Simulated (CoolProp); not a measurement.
Properties of carbonyl sulfide along the isobar 0.165 MPa (Tc = 105.6 °C, pc = 6.369 MPa, ω = 0.098).

Values from CoolProp's reference Helmholtz-energy equation of state, Lemmon 2006. It is a short technical equation, of lower accuracy than the large ones.

```tsv
T (°C)	phase	Z	isothermal compressibility (1/MPa)
-62.85	liquid	0.004720	0.001146
-36.65	gas	0.9613	6.316
-10.55	gas	0.9726	6.236
15.65	gas	0.9798	6.188
41.75	gas	0.9846	6.157
67.95	gas	0.9880	6.135
94.15	gas	0.9904	6.120
120.25	gas	0.9923	6.108
146.45	gas	0.9937	6.099
172.55	gas	0.9948	6.092
198.75	gas	0.9957	6.087
224.95	gas	0.9964	6.083
251.05	gas	0.9970	6.079
```
